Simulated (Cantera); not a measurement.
An adiabatic, constant-pressure homogeneous reactor starts with C3H8 : O2 : N2 = 1 : 2.94 : 11.1 (molar parts), equivalence ratio 1.7, at 1200 K and 140000 Pa.

Detailed kinetics in Cantera: GRI-Mech 3.0 (53 species, 325 reactions). GRI-Mech 3.0 was tuned for natural gas; its chemistry of propane as a main component is partial and can be far from experiment.

**Question.** Predict: time of steepest temperature rise; temperature at 4.00 s; equilibrium temperature; x(O2) at 4.00 s; x(NO) at 4.00 s; x(HCO) at 4.00 s; x(H2O2) at 4.00 s.

**Answer.** 
```json
{
  "time_of_steepest_temperature_rise": "5.51 ms",
  "temperature at 4.00 s": "2511 K",
  "equilibrium_temperature": "2511 K",
  "x(O2) at 4.00 s": "5.53e-5 (gas-phase equilibrium 5.53e-5)",
  "x(NO) at 4.00 s": "0.000336 (gas-phase equilibrium 0.000336)",
  "x(HCO) at 4.00 s": "1.77e-7 (gas-phase equilibrium 1.77e-7)",
  "x(H2O2) at 4.00 s": "7.98e-9 (gas-phase equilibrium 7.98e-9)"
}
```
